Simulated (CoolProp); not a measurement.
Vapour-liquid equilibrium of acetone (1) + dimethyl carbonate (2) at 324.3 K; x and y are mole fractions of (1).

Model: multi-fluid Helmholtz-energy mixture model, Lemmon 2006 and Zhou 2011; pair parameters Bell 2016, in CoolProp.

Question: Give the bubble pressure and the first vapour's composition at x = 0.2, 0.5, 0.8. Is there an azeotrope?

Answer: x = 0.2: 0.3786 bar, y = 0.474; x = 0.5: 0.5536 bar, y = 0.765; x = 0.8: 0.7305 bar, y = 0.927. No azeotrope shows between x = 0.05 and 0.95.

Pair parameters are fitted to limited data, so mixtures are less certain than the pure fluids.
